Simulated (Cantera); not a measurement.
# C2H4 + CO2 (carbon deposition, reforming and gasification)

Feed: 1 mol C2H4, 0.99 mol CO2, held at 101000 Pa.

Method: chemical equilibrium by Gibbs-energy minimisation in Cantera with the NASA 1993 tables (ideal gas, pure condensed phases). Candidate condensed phases: C, C6H6, C7H8, C8H18, H2O; 110 gas species. Rates play no part.

From 1750 K to 2650 K the condensed part is C(graphite). The main C-bearing gas is CO throughout.

```
T (K)   x H2   x CO       x H  x C2H2 (acetylene)     x CH4    x H2O  n C(graphite)
-----  -----  -----  --------  ------------------  --------  -------  -------------
1750   0.502  0.497  0.000164             5.77e-5  0.000233  9.31e-5           1.01
1825   0.502  0.497  0.000310            0.000108  0.000181  6.38e-5           1.01
1900   0.502  0.497  0.000558            0.000192  0.000143  4.51e-5           1.01
1975   0.501  0.497  0.000962            0.000326  0.000116  3.27e-5           1.01
2050   0.501  0.497   0.00159            0.000532   9.47e-5  2.43e-5           1.01
2125   0.500  0.497   0.00255            0.000837   7.87e-5  1.85e-5           1.00
2200   0.498  0.497   0.00395             0.00128   6.61e-5  1.43e-5          1.000
2275   0.496  0.496   0.00594             0.00189   5.61e-5  1.12e-5          0.995
2350   0.493  0.495   0.00870             0.00272   4.80e-5  8.95e-6          0.988
2425   0.489  0.494    0.0124             0.00382   4.13e-5  7.22e-6          0.979
2500   0.484  0.493    0.0174             0.00524   3.56e-5  5.88e-6          0.967
2575   0.477  0.492    0.0238             0.00702   3.08e-5  4.83e-6          0.952
2650   0.469  0.490    0.0319             0.00921   2.67e-5  3.99e-6          0.933
```
x: gas mole fraction; n: condensed amount in mol.
